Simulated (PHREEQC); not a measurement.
A solution holds 0.75 mol MgCl2 and 0.049 mol SrCl2 per kg of water, at 20 °C. Closed to the air; pH follows from the charge balance.

All values are PHREEQC results (Pitzer model, pitzer.dat), not measurements.

The ionic strength is 2.40 mol/kgw and the activity of water is 0.956. The density is 1.061 g/cm³ and the osmotic coefficient is 1.038.

```csv
species,molality,activity,log γ
Cl-,1.60,0.904,-0.247
Mg+2,0.750,0.339,-0.345
Sr+2,0.0490,0.0176,-0.445
H+,5.03e-7,6.83e-7,0.134
MgOH+,4.48e-7,4.72e-7,0.023
OH-,5.44e-8,9.58e-9,-0.754
```

Precipitation was switched off in this run. Species that the database lacks are ignored.
